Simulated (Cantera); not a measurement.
A freely propagating, adiabatic, planar premixed flame of 51.2 % H₂, 10.2 % O₂, 38.5 % N₂, equivalence ratio 2.5, unburnt at 598 K and 101000 Pa; mixture-averaged transport, grid criteria slope 0.08 and curve 0.16, no radiation.

Model: the H2/O2 subset of GRI-Mech 3.0, which has no nitrogen chemistry, integrated in Cantera. Burning velocities carry a grid error of a few per cent, more on coarse grids.

Task: Predict: laminar burning velocity; thermal thickness; peak x(H₂O₂); peak x(H); peak x(HO₂); peak x(OH).

Result: 
* **laminar burning velocity**: 844 cm/s
* **thermal thickness**: 0.462 mm
* **peak x(H₂O₂)**: 7.36e-6
* **peak x(H)**: 0.0848
* **peak x(HO₂)**: 0.000236
* **peak x(OH)**: 0.00261
